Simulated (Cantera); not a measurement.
An adiabatic, constant-volume homogeneous reactor starts with 36.3 % H2, 8.63 % O2, 55.1 % N2, equivalence ratio 2.1, at 1400 K and 10.0 bar.

Detailed kinetics in Cantera: the H2/O2 subset of GRI-Mech 3.0, which has no nitrogen chemistry. The hydrogen kinetics of GRI-Mech 3.0 are dated; newer H2 mechanisms differ, most at raised pressure.

### Question
Predict: time of steepest temperature rise; temperature at 0.400 s; equilibrium temperature; x(H2) at 0.400 s; x(O2) at 0.400 s; x(O) at 0.400 s; x(OH) at 0.400 s; x(H2O2) at 0.400 s.

### Answer
```
Item                                                                Result
---------------------------------  ---------------------------------------
time of steepest temperature rise                                  3.31 µs
temperature at 0.400 s                                              2824 K
equilibrium temperature                                             2824 K
x(H2) at 0.400 s                       0.203 (gas-phase equilibrium 0.203)
x(O2) at 0.400 s                   2.58e-5 (gas-phase equilibrium 2.58e-5)
x(O) at 0.400 s                    7.06e-5 (gas-phase equilibrium 7.06e-5)
x(OH) at 0.400 s                   0.00245 (gas-phase equilibrium 0.00245)
x(H2O2) at 0.400 s                 5.29e-8 (gas-phase equilibrium 5.29e-8)
```
